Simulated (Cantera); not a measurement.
A perfectly stirred reactor is fed with H2 : O2 = 0.28 : 1 (molar parts), at 10.00 Torr; it is held at 1350 K, and followed from long to short residence time.

Cantera simulation using the H2/O2 subset of GRI-Mech 3.0, which has no nitrogen chemistry; the numbers are that mechanism's predictions, not measurements. Radical loss at walls, strong at low pressure, is not modelled. The temperature is held fixed by assumption; the heat of reaction is taken as removed at once.

Problem. Predict: x(H2) at τ = 1.90 s; x(O2) at τ = 1.90 s; x(HO2) at τ = 1.90 s; x(H2O2) at τ = 1.90 s; x(H) at τ = 1.90 s; x(H2) at τ = 24.0 ms; x(O2) at τ = 24.0 ms; x(HO2) at τ = 24.0 ms; x(H2O2) at τ = 24.0 ms; x(H) at τ = 24.0 ms.

Solution. 
| Quantity | Result |
|---|---|
| x(H2) at τ = 1.90 s | 0.000547 |
| x(O2) at τ = 1.90 s | 0.750 |
| x(HO2) at τ = 1.90 s | 2.74e-6 |
| x(H2O2) at τ = 1.90 s | 1.34e-7 |
| x(H) at τ = 1.90 s | 0.000424 |
| x(H2) at τ = 24.0 ms | 0.00733 |
| x(O2) at τ = 24.0 ms | 0.705 |
| x(HO2) at τ = 24.0 ms | 6.88e-6 |
| x(H2O2) at τ = 24.0 ms | 3.03e-7 |
| x(H) at τ = 24.0 ms | 0.0233 |
